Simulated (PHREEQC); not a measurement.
1 kg of water holding 0.004 mol/kgw MgCl2, 0.0051 mol/kgw NaCl, 0.08 mol/kgw SrCl2, 0.0054 mol/kgw KCl and 0.35 mol/kgw CaCl2 is evaporated at 25 °C; the solids stay in contact with the brine. CO2 from the air is kept out. Solids allowed: Bischofite, Brucite, Carnallite, Halite, Portlandite, Sylvite, MgCl2_4H2O. Others were left out.

The numbers come from PHREEQC with the Pitzer model, pitzer.dat.

Problem. Predict water activity at water left (kg) = 0.6755, 0.2533, 0.1156.

Solution. 
```tsv
water left (kg)	water activity
0.6755	0.967
0.2533	0.887
0.1156	0.657
```

Species that the database lacks are ignored.
